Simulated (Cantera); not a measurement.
Input: 1 mol SiO₂, 0.11 mol Al₂O₃, 10 mol H₂O, at 0.173 Torr.

Cantera equilibrium calculation (NASA polynomials, part measured and part estimated; ideal gas, pure solids and liquids). Candidate condensed phases: Al, Al₂O₃, Al₂SiO₅, Al₆Si₂O₁₃, H₂O, Si, SiO₂; 28 gas species. Equilibrium is a limit: real reactors are often held back by kinetics, nucleation or transport.

Question: Which condensed phases are stable at each of these points (T (°C)): 2175, 2200, 2225, 2250, 2275, 2300, 2325, 2350?

Answer: 
```
T (°C)  condensed phases  Si condensed (%)
------  ----------------  ----------------
2175            Al₂O₃(l)               0.0
2200            Al₂O₃(l)               0.0
2225            gas only               0.0
2250            gas only               0.0
2275            gas only               0.0
2300            gas only               0.0
2325            gas only               0.0
2350            gas only               0.0
```

From 2175 °C to 2200 °C the condensed part is Al₂O₃(l). From 2225 °C to 2350 °C nothing is condensed.
